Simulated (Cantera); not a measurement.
What does this Cantera script print?

```python
import numpy as np
import cantera as ct

gas = ct.Solution("gri30.yaml")
gas.TPX = 1323, 500000, {'CH4': 1, 'O2': 3.28, 'N2': 12.3}
reactor = ct.IdealGasReactor(gas, energy="on", clone=False)
net = ct.ReactorNet([reactor])
net.rtol, net.atol = 1e-08, 1e-16
show = ['CH4', 'O2', 'C2H2', 'CO2', 'N2O', 'CO']
times = np.geomspace(1e-06, 0.6, 15)

steps = ct.SolutionArray(gas, extra=["t"])
rows = []
print(f"{'t/s':>10s}{'T/K':>9s}{'P/Pa':>11s}" + "".join(f"{s:>11s}" for s in show))
for t in times:
    while net.time < t:
        t_next = net.step()
        steps.append(gas.state, t=t_next)
    rows.append([np.interp(t, steps.t, y) for y in (steps.T, steps.P, *steps(*show).X.T)])
    print(f"{t:10.3e}{rows[-1][0]:9.1f}{rows[-1][1]:11.4g}" + "".join(f"{x:11.3e}" for x in rows[-1][2:]))
rate = np.gradient(steps.T, steps.t)
print("integrator steps:", len(steps.t))
if steps.T.max() > steps.T[0] + 200:
    print(f"time of steepest temperature rise: {steps.t[rate.argmax()]:.4e} s")
gas.TPX = 1323, 500000, {'CH4': 1, 'O2': 3.28, 'N2': 12.3}
gas.equilibrate("UV")
print(f"equilibrium (UV): T = {gas.T:.1f} K  " + "  ".join(f"{s} {gas[s].X[0]:.3e}" for s in show))
```

Output:

```
       t/s      T/K       P/Pa        CH4         O2       C2H2        CO2        N2O         CO
 1.000e-06   1323.0      5e+05  6.031e-02  1.978e-01  9.200e-23  3.133e-16  6.919e-15  1.244e-14
 2.587e-06   1323.0      5e+05  6.031e-02  1.978e-01  7.467e-21  3.914e-15  3.046e-14  2.115e-13
 6.690e-06   1323.0      5e+05  6.031e-02  1.978e-01  4.861e-19  5.735e-14  1.598e-13  3.716e-12
 1.731e-05   1323.0      5e+05  6.031e-02  1.978e-01  2.866e-17  1.094e-12  9.401e-13  6.942e-11
 4.476e-05   1323.0      5e+05  6.031e-02  1.978e-01  2.023e-15  2.878e-11  5.750e-12  1.520e-09
 1.158e-04   1323.0      5e+05  6.030e-02  1.978e-01  2.636e-13  1.179e-09  3.375e-11  4.866e-08
 2.995e-04   1323.4  5.002e+05  6.021e-02  1.978e-01  5.579e-11  4.303e-08  1.729e-10  2.202e-06
 7.746e-04   1327.0  5.015e+05  5.964e-02  1.974e-01  4.379e-09  6.134e-07  1.006e-09  5.915e-05
 2.004e-03   2704.6  1.032e+06  5.047e-17  7.301e-02  1.196e-20  5.354e-02  2.817e-06  6.220e-03
 5.182e-03   2684.7  1.023e+06  4.462e-17  6.795e-02  9.175e-21  5.385e-02  2.919e-06  5.943e-03
 1.340e-02   2684.5  1.023e+06  4.457e-17  6.791e-02  9.152e-21  5.386e-02  2.920e-06  5.940e-03
 3.467e-02   2684.5  1.023e+06  4.457e-17  6.791e-02  9.152e-21  5.386e-02  2.920e-06  5.940e-03
 8.968e-02   2684.5  1.023e+06  4.457e-17  6.791e-02  9.152e-21  5.386e-02  2.920e-06  5.940e-03
 2.320e-01   2684.5  1.023e+06  4.457e-17  6.791e-02  9.152e-21  5.386e-02  2.920e-06  5.940e-03
 6.000e-01   2684.5  1.023e+06  4.457e-17  6.791e-02  9.152e-21  5.386e-02  2.920e-06  5.940e-03
integrator steps: 2082
time of steepest temperature rise: 1.6784e-03 s
equilibrium (UV): T = 2684.5 K  CH4 6.260e-17  O2 6.791e-02  C2H2 1.026e-20  CO2 5.386e-02  N2O 2.920e-06  CO 5.940e-03
```

Detailed kinetics in Cantera: GRI-Mech 3.0 (53 species, 325 reactions).
